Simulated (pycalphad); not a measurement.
An equivalent pycalphad script:

```python
from pycalphad import Database, equilibrium, calculate, variables as v
import numpy as np
db = Database('COST507.tdb')
comps = ['MG', 'SI', 'VA']
phases = ['DIAMOND_A4', 'HCP_A3', 'LIQUID', 'MG2SI']
eq = equilibrium(db, comps, phases, {v.X('SI'): 0.105, v.T: np.arange(1650, 349, -40), v.P: 101325, v.N: 1}, output=['HM', 'SM'])
```

Computed with pycalphad from the COST 507 light-alloy database (1999), at 1 atm. No gas phase is included, though pure Mg would boil below 1377 °C. The database dates from 1999; later assessments differ in places, in temperatures and in the compounds included. Amounts are mole fractions of atoms. Kinetics are ignored, which matters at the lower temperatures.

Results at three of the temperatures:

```
T = 1650.00 K, P = 101325 Pa, N = 1 mol of atoms
G = -106672 J/mol, H = 48758 J/mol, S = 94.20 J/(mol K)  (SER reference)
chemical potentials (J/mol): Mg -104537, Si -124875
phase             fraction      x(Mg)      x(Si)
LIQUID              1.0000     0.8950     0.1050
```

```
T = 1050.00 K, P = 101325 Pa, N = 1 mol of atoms
G = -54717 J/mol, H = 22988 J/mol, S = 74.00 J/(mol K)  (SER reference)
chemical potentials (J/mol): Mg -51427, Si -82763
phase             fraction      x(Mg)      x(Si)
LIQUID              0.7952     0.9538     0.0462
MG2SI               0.2048     0.6667     0.3333
```

```
T = 850.00 K, P = 101325 Pa, N = 1 mol of atoms
G = -41330 J/mol, H = 7955 J/mol, S = 57.98 J/(mol K)  (SER reference)
chemical potentials (J/mol): Mg -36785, Si -80067
phase             fraction      x(Mg)      x(Si)
HCP_A3              0.6850     1.0000   9.67e-06
MG2SI               0.3150     0.6667     0.3333
```

Changes of the phase set, refined by bisection:

| T (°C) | phases above | phases below |
|---|---|---|
| 898.4 | LIQUID | LIQUID + MG2SI |
| 638.8 | LIQUID + MG2SI | HCP_A3 + MG2SI |

Database names, with the compositions (at.%) that they take in these runs: MG2SI: Mg 67 Si 33. HCP_A3 is hcp.
